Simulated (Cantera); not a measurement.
Cantera with NASA thermochemical tables; ideal gases at 1 bar, condensed phases pure. Values are per mole of reaction as written; species without (g) are pure solids or liquids, kept so even where they would boil at 1 bar. FeO: taken at fixed stoichiometry.

Problem. Between 1798 and 2023 K, where is each reaction favourable under standard conditions?
- 2 FeCl₂(g) + O₂(g) = 2 FeO + 2 Cl₂(g)

Solution. 
- 2 FeCl₂(g) + O₂(g) = 2 FeO + 2 Cl₂(g): ΔG° is 108 kJ at 1798 K and 142 kJ at 2023 K; it stays positive (K < 1). ΔH° is -153 kJ and ΔS° -146 J/K at 2023 K.
